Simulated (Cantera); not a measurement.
A freely propagating, adiabatic, planar premixed flame of 22.9 % H2, 12.2 % O2, 52.4 % N2, 12.6 % H2O, equivalence ratio 0.94, unburnt at 450 K and 593 Torr; unity-Lewis-number transport, grid criteria slope 0.08 and curve 0.16, no radiation.

Detailed kinetics in Cantera: the H2/O2 subset of GRI-Mech 3.0, which has no nitrogen chemistry. Unity Lewis numbers drop preferential diffusion, which matters most where H2 and H carry the flame. Burning velocities carry a grid error of a few per cent, more on coarse grids.

### Question
Predict: laminar burning velocity; thermal thickness; peak x(H); peak x(O); peak x(H2O2).

### Answer
```
Property                     Value
------------------------  --------
laminar burning velocity  188 cm/s
thermal thickness         0.445 mm
peak x(H)                   0.0297
peak x(O)                  0.00583
peak x(H2O2)               1.96e-5
```
